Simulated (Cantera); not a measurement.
Feed: 1 mol BN, 3 mol F₂, 6.4 mol N₂, equilibrated at 1427 °C and 0.233 Torr.

Method: chemical equilibrium by Gibbs-energy minimisation in Cantera with the NASA 1993 tables (ideal gas, pure condensed phases). Candidate condensed phases: B, BN; 13 gas species. Equilibrium is a limit: real reactors are often held back by kinetics, nucleation or transport.

### Question
What is the equilibrium state?

### Answer
- x(N₂): 0.633
- x(F): 0.275
- x(BF₃): 0.0917
- gas amount: 10.90 mol
- log10 activity of B(s) (absent): -21.68
